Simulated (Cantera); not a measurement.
Charge: 1 mol Ti(OiPr)₄, 4.1 mol CH₄, equilibrated at 1075 °C and 43000 Pa.

Method: chemical equilibrium by Gibbs-energy minimisation in Cantera with the NASA 1993 tables (ideal gas, pure condensed phases). Candidate condensed phases: C, C₆H₆, C₇H₈, C₈H₁₈, H₂O, Ti, TiC, TiO, TiO₂, Ti₂O₃, Ti₃O₅, Ti₄O₇; 113 gas species. The feed counts by its element totals alone. Kinetics and transport are ignored.

What is the equilibrium state?


| Item | Result |
|---|---|
| x(H₂) | 0.903 |
| x(CO) | 0.0951 |
| x(CH₄) | 0.00204 |
| x(H₂O) | 0.000215 |
| x(CO₂) | 1.16e-5 |
| x(H) | 3.35e-6 |
| x(C₂H₂ (acetylene)) | 1.09e-6 |
| n(C(graphite)) | 13.7 mol |
| n(Ti₃O₅(s)) | 0.333 mol |
| gas amount | 24.48 mol |
| log10 activity of Ti₂O₃(s) (absent) | -0.10 |
| log10 activity of Ti₄O₇(s) (absent) | -0.21 |
| log10 activity of Ti(β) (absent) | -6.88 |
